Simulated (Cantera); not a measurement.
What does this Cantera script print?

```python
import numpy as np
import cantera as ct

gas = ct.Solution("gri30.yaml")
gas.TPX = 2550, 13332, {'CH4': 0.16, 'H2': 1, 'H': 0.0074}
reactor = ct.IdealGasConstPressureReactor(gas, energy="off", clone=False)
net = ct.ReactorNet([reactor])
net.rtol, net.atol = 1e-08, 1e-18
show = ['CH4', 'H2', 'H', 'C2H2', 'CH2', 'CH3', 'C2H4']
times = np.geomspace(0.0008, 60, 11)

steps = ct.SolutionArray(gas, extra=["t"])
rows = []
print(f"{'t/s':>10s}{'T/K':>9s}{'P/Pa':>11s}" + "".join(f"{s:>11s}" for s in show))
for t in times:
    while net.time < t:
        t_next = net.step()
        steps.append(gas.state, t=t_next)
    rows.append([np.interp(t, steps.t, y) for y in (steps.T, steps.P, *steps(*show).X.T)])
    print(f"{t:10.3e}{rows[-1][0]:9.1f}{rows[-1][1]:11.4g}" + "".join(f"{x:11.3e}" for x in rows[-1][2:]))
rate = np.gradient(steps.T, steps.t)
print("integrator steps:", len(steps.t))
if steps.T.max() > steps.T[0] + 200:
    print(f"time of steepest temperature rise: {steps.t[rate.argmax()]:.4e} s")
gas.TPX = 2550, 13332, {'CH4': 0.16, 'H2': 1, 'H': 0.0074}
gas.equilibrate("TP")
print(f"equilibrium (TP): T = {gas.T:.1f} K  " + "  ".join(f"{s} {gas[s].X[0]:.3e}" for s in show))
```

Output:

```
       t/s      T/K       P/Pa        CH4         H2          H       C2H2        CH2        CH3       C2H4
 8.000e-04   2550.0  1.333e+04  7.050e-04  8.957e-01  4.446e-02  5.821e-02  4.790e-05  6.209e-04  9.874e-06
 2.458e-03   2550.0  1.333e+04  9.484e-05  8.816e-01  5.966e-02  5.820e-02  1.257e-05  1.137e-04  5.869e-06
 7.553e-03   2550.0  1.333e+04  3.454e-05  8.662e-01  7.561e-02  5.768e-02  7.651e-06  5.329e-05  4.325e-06
 2.321e-02   2550.0  1.333e+04  3.029e-05  8.621e-01  7.988e-02  5.753e-02  7.552e-06  4.956e-05  4.025e-06
 7.130e-02   2550.0  1.333e+04  3.025e-05  8.620e-01  7.991e-02  5.753e-02  7.551e-06  4.953e-05  4.023e-06
 2.191e-01   2550.0  1.333e+04  3.025e-05  8.620e-01  7.991e-02  5.753e-02  7.551e-06  4.953e-05  4.023e-06
 6.732e-01   2550.0  1.333e+04  3.025e-05  8.620e-01  7.991e-02  5.753e-02  7.551e-06  4.953e-05  4.023e-06
 2.068e+00   2550.0  1.333e+04  3.025e-05  8.620e-01  7.991e-02  5.753e-02  7.551e-06  4.953e-05  4.023e-06
 6.355e+00   2550.0  1.333e+04  3.025e-05  8.620e-01  7.991e-02  5.753e-02  7.551e-06  4.953e-05  4.023e-06
 1.953e+01   2550.0  1.333e+04  3.025e-05  8.620e-01  7.991e-02  5.753e-02  7.551e-06  4.953e-05  4.023e-06
 6.000e+01   2550.0  1.333e+04  3.025e-05  8.620e-01  7.991e-02  5.753e-02  7.551e-06  4.953e-05  4.023e-06
integrator steps: 1317
equilibrium (TP): T = 2550.0 K  CH4 3.067e-05  H2 8.620e-01  H 7.991e-02  C2H2 5.753e-02  CH2 7.655e-06  CH3 5.021e-05  C2H4 4.024e-06
```

Computed with Cantera and GRI-Mech 3.0 (53 species, 325 reactions). GRI-Mech 3.0 stops at C3 and has no aromatics, soot or wall deposition, so with more carbon than oxygen in the feed, carbon stays in small species such as C2H2 where larger ones or solid carbon would form.
